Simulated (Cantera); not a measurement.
Charge: 1 mol Al, 0.047 mol CO2, 4.4 mol N2, 0.0036 mol O2, equilibrated at 46.0 mbar.

Method: chemical equilibrium by Gibbs-energy minimisation in Cantera with the NASA 1993 tables (ideal gas, pure condensed phases). Candidate condensed phases: Al, AlN, Al2O3, C; 32 gas species. Mutual solubility and eutectic melting of coexisting phases are not modelled. Equilibrium is a limit: real reactors are often held back by kinetics, nucleation or transport.

log p: log10 of the partial pressure in bar; n: condensed amount in mol.

```
T (K)  log p N2  log p CO  log p Al  log p Al2O  log p CO2  log p AlO  n AlN(s)  n Al2O3(s)  n C(graphite)
-----  --------  --------  --------  ----------  ---------  ---------  --------  ----------  -------------
723       -1.34    -11.00      <-13        <-13       <-13       <-13     0.933      0.0337         0.0470
823       -1.34     -8.94      <-13        <-13       <-13       <-13     0.933      0.0337         0.0470
923       -1.34     -7.33      <-13        <-13       <-13       <-13     0.933      0.0337         0.0470
1023      -1.34     -6.04      <-13        <-13     -12.52       <-13     0.933      0.0337         0.0469
1123      -1.34     -4.98      <-13        <-13     -11.18       <-13     0.933      0.0334         0.0461
1223      -1.34     -4.10      <-13        <-13     -10.06       <-13     0.937      0.0315         0.0402
1323      -1.34     -3.36       [?]        <-13      -9.12       <-13     0.958      0.0212        0.00928
1423      -1.34     -3.26       [?]      -12.78      -8.85       <-13     0.964      0.0181              0
1523      -1.34     -3.26       [?]      -10.81      -8.70       <-13     0.964      0.0181              0
1623      -1.34     -3.26       [?]       -9.10      -8.57     -11.94     0.964      0.0181              0
1723      -1.34     -3.26       [?]       -7.59      -8.45     -10.61     0.964      0.0181              0
1823      -1.34     -3.26       [?]       -6.25      -8.34      -9.42     0.964      0.0181              0
```

Question: Fill in the missing entries.

Answer: 
- 1323, log p Al: -12.51
- 1423, log p Al: -10.74
- 1523, log p Al: -9.20
- 1623, log p Al: -7.86
- 1723, log p Al: -6.67
- 1823, log p Al: -5.62
